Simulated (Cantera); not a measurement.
# Cu2O + H2 + H2O (hydrogen reduction and annealing atmospheres)

A closed system holds: 1 mol Cu2O, 110 mol H2, 0.25 mol H2O, held at 998 K and 0.0370 bar.

These are equilibrium values from Cantera (NASA tables, ideal gas, pure condensed phases), not measurements of a reactor. Candidate condensed phases: Cu, CuO, Cu(OH)2, Cu2O, H2O; 12 gas species. Kinetics and transport are ignored.

The x(H2) is 0.989 and the x(H2O) is 0.0113. The n(Cu(s)) is 2.00 mol, the gas amount is 110.2 mol and the log10 activity of Cu(OH)2(s) (absent) comes out as -15.08.
